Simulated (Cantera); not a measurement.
An isothermal, constant-pressure homogeneous reactor starts with C2H6 : N2 = 1 : 2.8 (molar parts), at 1775 K and 0.0133 bar.

Computed with Cantera and GRI-Mech 3.0 (53 species, 325 reactions). GRI-Mech 3.0 stops at C3 and has no aromatics, soot or wall deposition, so with more carbon than oxygen in the feed, carbon stays in small species such as C2H2 where larger ones or solid carbon would form. Radical loss at walls, strong at low pressure, is not modelled.

x: mole fraction; the columns are a selection and need not sum to one.

```json
[
 {"t (s)": "7.00e-5", "x C2H6": "0.204", "x C2H": "8.29e-9", "x CH2": "8.72e-5", "x H2": "0.0107", "x C2H2": "5.20e-5"},
 {"t (s)": "0.000266", "x C2H6": "0.0530", "x C2H": "3.14e-6", "x CH2": "0.000186", "x H2": "0.0882", "x C2H2": "0.0125"},
 {"t (s)": "0.00101", "x C2H6": "(withheld)", "x C2H": "(withheld)", "x CH2": "(withheld)", "x H2": "(withheld)", "x C2H2": "(withheld)"},
 {"t (s)": "0.00382", "x C2H6": "6.73e-5", "x C2H": "4.00e-6", "x CH2": "1.06e-5", "x H2": "0.253", "x C2H2": "0.137"},
 {"t (s)": "0.0145", "x C2H6": "2.08e-5", "x C2H": "2.58e-6", "x CH2": "4.04e-6", "x H2": "0.275", "x C2H2": "0.151"},
 {"t (s)": "0.0550", "x C2H6": "9.29e-6", "x C2H": "2.50e-6", "x CH2": "2.73e-6", "x H2": "0.296", "x C2H2": "0.158"},
 {"t (s)": "0.209", "x C2H6": "2.24e-6", "x C2H": "3.12e-6", "x CH2": "1.87e-6", "x H2": "0.324", "x C2H2": "0.166"},
 {"t (s)": "0.791", "x C2H6": "(withheld)", "x C2H": "(withheld)", "x CH2": "(withheld)", "x H2": "0.340", "x C2H2": "0.171"},
 {"t (s)": "3.00", "x C2H6": "4.35e-9", "x C2H": "5.76e-6", "x CH2": "2.05e-7", "x H2": "0.343", "x C2H2": "0.172"}
]
```

Problem. Complete the blanks.

Solution. 
- 0.00101, x C2H6: 0.000668
- 0.00101, x C2H: 9.03e-6
- 0.00101, x CH2: 5.49e-5
- 0.00101, x H2: 0.205
- 0.00101, x C2H2: 0.0971
- 0.791, x C2H6: 1.47e-7
- 0.791, x C2H: 4.72e-6
- 0.791, x CH2: 8.84e-7
